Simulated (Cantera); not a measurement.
A closed system holds: 1 mol CH3SiCl3, 2.1 mol HCl, 1100 mol H2, held at 2173.15 K.

These are equilibrium values from Cantera (NASA tables, ideal gas, pure condensed phases), not measurements of a reactor. Candidate condensed phases: C, C6H6, C7H8, C8H18, Si, SiC; 109 gas species. The feed counts by its element totals alone. Gases not in the tables: Si2H6 and higher silanes. Kinetics and transport are ignored.

Question: Which condensed phases are stable at each of these points (P (Pa)): 100, 220, 460, 1000, 2200, 4600, 10000, 22000, 46000, 100000?

Answer: 
```
P (Pa)  condensed phases  Si condensed (%)
------  ----------------  ----------------
100             gas only               0.0
220             gas only               0.0
460             gas only               0.0
1000            gas only               0.0
2200            gas only               0.0
4600            gas only               0.0
10000           gas only               0.0
22000             SiC(s)              35.1
46000             SiC(s)              53.7
100000            SiC(s)              64.2
```

From 100 Pa to 10000 Pa nothing is condensed. From 22000 Pa to 100000 Pa the condensed part is SiC(s).
